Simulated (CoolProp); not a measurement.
Saturation properties of fluorine.

Model: reference Helmholtz-energy equation of state, de Reuck 1990, in CoolProp.

```csv
T (K),p (kPa),enthalpy of vaporisation (kJ/kg),surface tension (mN/m)
100.7,452.2,157.5,9.28
105.1,632.4,151.8,8.15
109.4,854.2,145.7,7.08
113.8,1135,138.8,6.01
118.1,1467,131.3,5.00
122.5,1874,122.6,4.00
126.9,2357,112.6,3.05
131.2,2910,100.8,2.16
```

It boils at 85.0 K under 1 atm.

Surface tension comes from a separate correlation (Mulero 2012).
